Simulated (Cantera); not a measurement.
# Hg + O2 + H2 (iron carbonyl, mercury and lead vapours)

Feed: 1 mol Hg, 0.13 mol O2, 0.14 mol H2, held at 488 Torr.

Cantera equilibrium calculation (NASA polynomials, part measured and part estimated; ideal gas, pure solids and liquids). Candidate condensed phases: H2O, Hg, HgO; 10 gas species. Kinetics and transport are ignored.

At 598 K the condensed part is Hg(l) + HgO(s). At 673 K the condensed part is HgO(s). From 748 K to 1273 K nothing is condensed. The main Hg-bearing gas is Hg throughout.

```csv
T (K),x Hg,x H2O,x O2,x OH,n Hg(l),n HgO(s)
598,0.842,0.158,3.48e-5,<1e-12,0.135,0.120
673,0.848,0.127,0.0255,6.51e-12,0,0.0637
748,0.833,0.117,0.0500,1.35e-10,0,0
823,0.833,0.117,0.0500,1.45e-9,0,0
898,0.833,0.117,0.0500,1.05e-8,0,0
973,0.833,0.117,0.0500,5.62e-8,0,0
1048,0.833,0.117,0.0500,2.36e-7,0,0
1123,0.833,0.117,0.0500,8.22e-7,0,0
1198,0.833,0.117,0.0500,2.45e-6,0,0
1273,0.833,0.117,0.0500,6.41e-6,0,0
```
x: gas mole fraction; n: condensed amount in mol.
